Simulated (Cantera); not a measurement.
Feed: 1 mol Si3N4, 0.062 mol Si, 0.011 mol N2, held at 2625 K and 100000 Pa.

Cantera equilibrium calculation (NASA polynomials, part measured and part estimated; ideal gas, pure solids and liquids). Candidate condensed phases: Si, Si3N4; 7 gas species. The tables' values for SiN are old estimates; treat these amounts as uncertain. Kinetics and transport are ignored.

Base state: N2 0.986, Si 0.0116, SiN 0.000966, Si2N 0.000791, Si2 0.000368, Si3 6.07e-5 (mole fractions); condensed: Si(l).

### Question
What changes in the equilibrium state with this change: temperature from 2625 K to 2875 K?

### Answer
```json
[
 {"species": "N2", "before": "0.986", "after": "0.938"},
 {"species": "Si", "before": "0.0116", "after": "0.0541"},
 {"species": "SiN", "before": "0.000966", "after": "0.00324"},
 {"species": "Si2", "before": "0.000368", "after": "0.00232"},
 {"species": "Si3", "before": "6.07e-5", "after": "0.000353"},
 {"species": "Si(l), mol", "before": "3.03", "after": "2.92"}
]
```
